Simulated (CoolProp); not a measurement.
Vapour-liquid equilibrium of CH2F2 (R32) (1) + propylene (2) at 204.4 K; x and y are mole fractions of (1).

The numbers come from the multi-fluid Helmholtz-energy mixture model, Tillner-Roth 1997 and Lemmon 2013; pair parameters Bell 2016 in CoolProp.

```json
[
 {"x": "0.05", "bubble pressure, mixture model (MPa)": "0.04357", "bubble pressure, Raoult's law (MPa)": "0.03480", "y, mixture model": "0.239", "y, Raoult's law": "0.056"},
 {"x": "0.125", "bubble pressure, mixture model (MPa)": "0.05230", "bubble pressure, Raoult's law (MPa)": "0.03513", "y, mixture model": "0.401", "y, Raoult's law": "0.139"},
 {"x": "0.2", "bubble pressure, mixture model (MPa)": "0.05720", "bubble pressure, Raoult's law (MPa)": "0.03546", "y, mixture model": "0.477", "y, Raoult's law": "0.220"},
 {"x": "0.275", "bubble pressure, mixture model (MPa)": "0.05974", "bubble pressure, Raoult's law (MPa)": "0.03579", "y, mixture model": "0.517", "y, Raoult's law": "0.299"},
 {"x": "0.35", "bubble pressure, mixture model (MPa)": "0.06091", "bubble pressure, Raoult's law (MPa)": "0.03612", "y, mixture model": "0.539", "y, Raoult's law": "0.378"},
 {"x": "0.425", "bubble pressure, mixture model (MPa)": "0.06134", "bubble pressure, Raoult's law (MPa)": "0.03644", "y, mixture model": "0.549", "y, Raoult's law": "0.454"},
 {"x": "0.5", "bubble pressure, mixture model (MPa)": "0.06144", "bubble pressure, Raoult's law (MPa)": "0.03677", "y, mixture model": "0.553", "y, Raoult's law": "0.530"},
 {"x": "0.575", "bubble pressure, mixture model (MPa)": "0.06145", "bubble pressure, Raoult's law (MPa)": "0.03710", "y, mixture model": "0.554", "y, Raoult's law": "0.604"},
 {"x": "0.65", "bubble pressure, mixture model (MPa)": "0.06143", "bubble pressure, Raoult's law (MPa)": "0.03743", "y, mixture model": "0.555", "y, Raoult's law": "0.677"},
 {"x": "0.725", "bubble pressure, mixture model (MPa)": "0.06125", "bubble pressure, Raoult's law (MPa)": "0.03776", "y, mixture model": "0.561", "y, Raoult's law": "0.748"},
 {"x": "0.8", "bubble pressure, mixture model (MPa)": "0.06040", "bubble pressure, Raoult's law (MPa)": "0.03809", "y, mixture model": "0.577", "y, Raoult's law": "0.818"},
 {"x": "0.875", "bubble pressure, mixture model (MPa)": "0.05761", "bubble pressure, Raoult's law (MPa)": "0.03841", "y, mixture model": "0.622", "y, Raoult's law": "0.887"},
 {"x": "0.95", "bubble pressure, mixture model (MPa)": "0.04993", "bubble pressure, Raoult's law (MPa)": "0.03874", "y, mixture model": "0.751", "y, Raoult's law": "0.955"}
]
```

The largest gap from Raoult's law is +68.6 % in bubble pressure, at x = 0.35. y crosses x between x = 0.5 and 0.575: the model has an azeotrope there.

Pair parameters are fitted to limited data, so mixtures are less certain than the pure fluids. With so large a gap from Raoult's law the liquid may split in two, which this calculation doesn't test in full.
